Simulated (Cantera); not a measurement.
Charge: 1 mol BN, 1.6 mol O₂, 32 mol H₂, held at 1.10 mbar.

These are equilibrium values from Cantera (NASA tables, ideal gas, pure condensed phases), not measurements of a reactor. Candidate condensed phases: B, BN, B₂O₃, B₃O₃H₃, H₂O; 39 gas species. The numbers say what is thermodynamically allowed, not how fast it happens.

**Question.** At 1377 °C, list the 5 most abundant gas species with their mole fractions, and the condensed phases.

**Answer.** H₂ 0.915, H₂O 0.0382, HBO₂ 0.0273, N₂ 0.0151, H 0.00262. Condensed: gas only.
